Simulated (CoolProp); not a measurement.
Sulfur dioxide along the isobar 2.22 MPa: density (kg/m³) from the reference equation and from simpler models built on Tc = 430.6 K, pc = 7.887 MPa, ω = 0.256; each cubic takes its own stable root.

The numbers come from the reference Helmholtz-energy equation of state, Gao 2016 in CoolProp.

| T (K) | phase | reference |
|---|---|---|
| 265.6 | liquid | 1458 |
| 300.2 | liquid | 1365 |
| 334.8 | liquid | 1260 |
| 369.4 | gas | 57.96 |
| 404 | gas | 49.00 |
| 438.7 | gas | 43.22 |
| 473.3 | gas | 38.99 |
| 507.9 | gas | 35.66 |

Task: How far does each simpler model (van der Waals, Redlich-Kwong, Soave-Redlich-Kwong, Peng-Robinson) lie from the reference over these 8 states: mean and median of the absolute difference, and the worst?

Result: 
- van der Waals: mean 23.6 %, median 5.3 %, worst -95.0 % at 334.8 K and 2.22 MPa
- Redlich-Kwong: mean 6.0 %, median 2.4 %, worst -15.4 % at 334.8 K and 2.22 MPa
- Soave-Redlich-Kwong: mean 4.4 %, median 1.4 %, worst -11.3 % at 334.8 K and 2.22 MPa
- Peng-Robinson: mean 0.9 %, median 0.8 %, worst +1.4 % at 300.2 K and 2.22 MPa

At some of these states van der Waals gives the other phase, because its saturation line lies elsewhere.
